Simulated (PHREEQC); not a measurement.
A PHREEQC speciation (ion-association model, wateq4f.dat) at 50 °C gives pH 0.91 and these molalities:

```
species     mol/kgw
----------  -------
H+            0.154
HSO4-         0.126
SO4-2        0.0143
Zn+2        8.49e-5
Mn+2        3.43e-5
ZnSO4       3.19e-5
MnSO4       1.27e-5
Zn(SO4)2-2  3.14e-6
```

Task: What are the element totals, and what could have been dissolved in 1 kg of water to give them?

Result: One answer among several that fit: totals Mn(2) 4.70e-5, S(6) 0.140, Zn 0.000120 mol/kgw, from 140 mmol/kgw H2SO4, 0.12 mmol/kgw ZnSO4 and 0.047 mmol/kgw MnSO4.

Precipitation was switched off in this run. Away from 25 °C the constants follow the database's enthalpies or fits; those with neither stay at their 25 °C values.
